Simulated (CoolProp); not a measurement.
The numbers come from the reference Helmholtz-energy equation of state, Gao 2022 in CoolProp.

Problem. Give the vapour pressure (MPa), vapour density (kg/m³) of saturated n-perfluoropentane at 273.4, 313.4 K.

Solution. 
```
T (K)  p (MPa)  vapour density (kg/m³)
-----  -------  ----------------------
273.4   0.0304                    3.94
313.4    0.149                    17.8
```
